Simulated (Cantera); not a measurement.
A jet of 4.43 % H2, 5.80 % O2, 89.8 % N2, equivalence ratio 0.38 at 300 K and 128 Torr hits a platinum plate 5.4 cm away at a mass flux of 0.075 kg/m²/s; the plate temperature is set and raised in steps from an oxygen-covered start.

Cantera simulation using Deutschmann's 1995 Pt surface mechanism with GRI-Mech 3.0 gas chemistry; the numbers are that mechanism's predictions, not measurements. Catalytic surfaces can have several steady states; this one follows from the mechanism file's or the stated starting coverage.

x: mole fraction at the wall; θ: surface coverage.

| plate T (K) | wall x H2 | wall x O2 | wall x H2O | wall x OH | θ free Pt | θ O* | θ OH* |
|---|---|---|---|---|---|---|---|
| 600 | 0.001000 | 0.0110 | 0.0847 | <1e-8 | 0.149 | 0.833 | 0.0183 |
| 650 | 0.00100 | 0.0112 | 0.0841 | <1e-8 | 0.155 | 0.833 | ? |
| 700 | 0.00100 | 0.0113 | 0.0836 | <1e-8 | 0.162 | 0.830 | 0.00856 |
| 750 | 0.000971 | 0.0114 | 0.0832 | <1e-8 | 0.174 | 0.820 | 0.00639 |
| 800 | ? | 0.0114 | 0.0830 | <1e-8 | ? | 0.795 | ? |

Problem. Some entries are withheld; supply them.

Solution. 
- 650, θ OH*: 0.0122
- 800, wall x H2: 0.000875
- 800, θ free Pt: 0.200
- 800, θ OH*: 0.00508
